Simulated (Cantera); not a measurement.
An isothermal, constant-pressure homogeneous reactor starts with 90.1 % N2O, 9.91 % H2O, at 1100 K and 165 Torr.

Model: GRI-Mech 3.0 (53 species, 325 reactions), integrated in Cantera. GRI-Mech 3.0 was tuned for natural gas; its chemistry of N2O as a main component is partial and can be far from experiment. The mechanism lacks the step 2 NO + O2 → 2 NO2, which can matter for NO2 below about 1400 K. The temperature is held fixed by assumption; the heat of reaction is taken as removed at once.

Predict: x(N2O) at 20.0 s; x(H2O) at 20.0 s; x(NO2) at 20.0 s; x(HO2) at 20.0 s.

x(N2O) at 20.0 s: 0.476 (gas-phase equilibrium 2.89e-9)
x(H2O) at 20.0 s: 0.0846 (gas-phase equilibrium 0.0683)
x(NO2) at 20.0 s: 0.000491 (gas-phase equilibrium 1.50e-6)
x(HO2) at 20.0 s: 8.61e-8 (gas-phase equilibrium 3.03e-9)
